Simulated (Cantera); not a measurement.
A perfectly stirred reactor is fed with CH₃OH : O₂ : N₂ = 1 : 0.882 : 3.32 (molar parts), equivalence ratio 1.7, at 1.09 atm; it is adiabatic with a 650 K inlet, and is followed from long to short residence time, starting on the burning branch (τ in s: 0.077, 0.037, 0.018, 0.0084, 0.004, 0.0019, 0.00091, 0.00043, 0.00021, 9.8e-05, 4.7e-05).

Model: GRI-Mech 3.0 (53 species, 325 reactions), integrated in Cantera. GRI-Mech 3.0 was tuned for natural gas; its chemistry of methanol as a main component is partial and can be far from experiment.

Q: What does this change do: CH3OH 1 to 0.68 parts?

A: 
| quantity | before | after |
|---|---|---|
| blow-out, bracketed by the residence times tried | burning at 98.0 µs, out at 47.0 µs | burning at 47.0 µs, the shortest tried |
| x(CH₃OH) at τ = 77.0 ms | 1.69e-6 | 6.78e-7 |
| x(O₂) at τ = 77.0 ms | 5.85e-5 | 0.00217 |
| x(CH₂O) at τ = 77.0 ms | 1.62e-6 | 7.38e-7 |
| x(C₂H₆) at τ = 77.0 ms | 1.84e-11 | <1e-12 |
| x(C₂H) at τ = 77.0 ms | 1.17e-11 | <1e-12 |
| x(CH₃OH) at τ = 1.90 ms | 2.12e-5 | 1.21e-5 |
| x(O₂) at τ = 1.90 ms | 0.000707 | 0.00826 |
| x(CH₂O) at τ = 1.90 ms | 1.85e-5 | 1.20e-5 |
| x(C₂H₆) at τ = 1.90 ms | 1.54e-9 | 5.42e-12 |
| x(C₂H) at τ = 1.90 ms | 1.54e-9 | 1.23e-11 |

Q: What does this change do: pressure from 1.09 atm to 15.8 atm?

A: 
```json
[
 {"quantity": "blow-out, bracketed by the residence times tried", "before": "burning at 98.0 µs, out at 47.0 µs", "after": "burning at 47.0 µs, the shortest tried"},
 {"quantity": "x(CH₃OH) at τ = 77.0 ms", "before": "1.69e-6", "after": "1.06e-6"},
 {"quantity": "x(O₂) at τ = 77.0 ms", "before": "5.85e-5", "after": "2.07e-5"},
 {"quantity": "x(CH₂O) at τ = 77.0 ms", "before": "1.62e-6", "after": "1.15e-6"},
 {"quantity": "x(C₂H₆) at τ = 77.0 ms", "before": "1.84e-11", "after": "1.26e-9"},
 {"quantity": "x(C₂H) at τ = 77.0 ms", "before": "1.17e-11", "after": "8.48e-11"},
 {"quantity": "x(CH₃OH) at τ = 1.90 ms", "before": "2.12e-5", "after": "1.54e-5"},
 {"quantity": "x(O₂) at τ = 1.90 ms", "before": "0.000707", "after": "0.000281"},
 {"quantity": "x(CH₂O) at τ = 1.90 ms", "before": "1.85e-5", "after": "1.47e-5"},
 {"quantity": "x(C₂H₆) at τ = 1.90 ms", "before": "1.54e-9", "after": "1.95e-8"},
 {"quantity": "x(C₂H) at τ = 1.90 ms", "before": "1.54e-9", "after": "1.43e-9"}
]
```
The pressure lies above the range GRI-Mech 3.0 was tuned for (to about 10 atm).
